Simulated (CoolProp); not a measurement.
Computed with CoolProp (reference Helmholtz-energy equation of state, Lemmon 2006). It is a short technical equation, of lower accuracy than the large ones.

Task: Give the vapour pressure (MPa), enthalpy of vaporisation (kJ/kg), liquid conductivity (mW/(m K)) of saturated toluene at 434.3 K.

Result: 
```json
[
 {"T (K)": "434.3", "p (MPa)": "0.352", "enthalpy of vaporisation (kJ/kg)": "324", "liquid conductivity (mW/(m K))": "95.4"}
]
```

Thermal conductivity comes from a separate model (Assael 2012).
